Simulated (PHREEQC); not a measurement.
Consider water at 25 °C with 0.21 mol H2SO4, 0.00033 mol FeCl3 and 8.1e-05 mol MgCl2 per kg of water. Closed to the air; pH follows from the charge balance.

Model: ion-association model, wateq4f.dat, run in PHREEQC.

The pH is 0.73. The ionic strength is 0.265 mol/kgw, the activity of water comes out as 0.992 and the total alkalinity comes out as -421 meq/kg.

```
species   molality  activity   log γ
--------  --------  --------  ------
H+           0.237     0.187  -0.104
HSO4-        0.182     0.130  -0.149
SO4-2       0.0271   0.00713  -0.580
Cl-        0.00115  0.000795  -0.161
FeHSO4+2  0.000164   4.84e-5  -0.531
FeSO4+    0.000134   9.67e-5  -0.142
Mg+2       5.37e-5   1.73e-5  -0.491
```

Precipitation was switched off in this run. Complexes and solids missing from the database can't appear.
